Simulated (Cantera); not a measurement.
Input: 1 mol Fe(CO)5, 0.45 mol H2, a varied amount of N2, equilibrated at 310000 Pa.

These are equilibrium values from Cantera (NASA tables, ideal gas, pure condensed phases), not measurements of a reactor. Candidate condensed phases: C, C6H6, C7H8, C8H18, Fe, Fe(CO)5, FeO, Fe(OH)2, Fe(OH)3, Fe2O3, Fe3O4, H2O; 140 gas species. Mutual solubility and eutectic melting of coexisting phases are not modelled. The tables' stoichiometric FeO is somewhat more stable than real wüstite, so its field is too wide. FeO: taken at fixed stoichiometry. Condensed phases not in the tables: cementite and carbon dissolved in iron. Rates play no part.

### Question
What condenses at these points (T in K, n(N2) in mol): (1198, 19); (1048, 11); (1048, 4.7); (1273, 32); (1023, 3.6); (1023, 4.7)?

### Answer
```csv
T (K),n(N2) in mol,condensed phases,Fe condensed (%)
1198,19,C + Fe,100.0
1048,11,C + Fe,100.0
1048,4.7,C + Fe + FeO,100.0
1273,32,C + Fe,100.0
1023,3.6,C + FeO,100.0
1023,4.7,C + FeO,100.0
```
